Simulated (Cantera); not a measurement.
Charge: 1 mol Si₃N₄, 0.0023 mol O₂, 620 mol N₂, 0.35 mol N₂O, at 0.250 bar.

Equilibrium computed with Cantera from the NASA thermochemical tables; the gas is ideal and each condensed phase is pure. Candidate condensed phases: Si, SiO₂, Si₂N₂O, Si₃N₄; 16 gas species. Mutual solubility and eutectic melting of coexisting phases are not modelled. Rates play no part.

log p: log10 of the partial pressure in bar; n: condensed amount in mol.

```tsv
T (°C)	log p N₂	log p SiO	log p Si	log p SiN	log p Si₂N	log p Si₂	n Si₂N₂O(s)	n Si₃N₄(s)
927	-0.60	?	<-12	<-12	<-12	<-12	0.355	0.764
1027	-0.60	?	<-12	<-12	<-12	<-12	0.355	0.764
1127	-0.60	?	-12.18	-12.17	<-12	<-12	0.355	0.764
1227	-0.60	?	-10.46	-10.65	<-12	<-12	0.354	0.764
1327	-0.60	?	-8.96	-9.32	-11.05	<-12	0.352	0.764
1427	-0.60	?	-7.64	-8.16	-9.37	-11.47	0.326	0.773
1527	-0.60	?	-6.47	-7.12	-7.88	-9.65	0.0876	0.852
1627	-0.60	?	-5.42	-6.20	-6.56	-8.04	0	0.878
```

Question: Some entries are withheld; supply them.

Answer: 
- 927, log p SiO: -12.36
- 1027, log p SiO: -10.41
- 1127, log p SiO: -8.74
- 1227, log p SiO: -7.30
- 1327, log p SiO: -6.05
- 1427, log p SiO: -4.95
- 1527, log p SiO: -3.97
- 1627, log p SiO: -3.85
